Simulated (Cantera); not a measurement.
Source: NASA polynomial tables (part measured, part estimated), evaluated in Cantera. Values are per mole of reaction as written; species without (g) are pure solids or liquids, kept so even where they would boil at 1 bar. TiC: taken at fixed stoichiometry.

3 C₂H₄(g) + 2 Ti ⇌ 2 TiC + 4 CH₃(g), with ΔH° = 62.0 kJ and ΔS° = 105.3 J/K at 300 K.

Question: How far is the shortcut ΔG° ≈ ΔH°(300 K) − T·ΔS°(300 K) from the full temperature-dependent value at 648, 848, 1048, 1248, 1448, 1648, 1848, 2048, 2248, 2448 K?

Answer: 
```
T (K)  shortcut (kJ)  full (kJ)  difference (kJ)  difference in log10 K  condensed phases
-----  -------------  ---------  ---------------  ---------------------  ----------------
648             -6.3      -11.8              5.5                  -0.44     Ti(α), TiC(s)
848            -27.3      -38.0             10.6                  -0.66     Ti(α), TiC(s)
1048           -48.4      -64.2             15.8                  -0.79     Ti(α), TiC(s)
1248           -69.5      -89.4             19.9                  -0.83     Ti(β), TiC(s)
1448           -90.5     -113.5             23.0                  -0.83     Ti(β), TiC(s)
1648          -111.6     -137.3             25.7                  -0.81     Ti(β), TiC(s)
1848          -132.7     -160.7             28.0                  -0.79     Ti(β), TiC(s)
2048          -153.7     -182.0             28.3                  -0.72     Ti(l), TiC(s)
2248          -174.8     -201.2             26.4                  -0.61     Ti(l), TiC(s)
2448          -195.8     -219.7             23.9                  -0.51     Ti(l), TiC(s)
```
The shortcut ignores heat capacities and the phase changes listed.
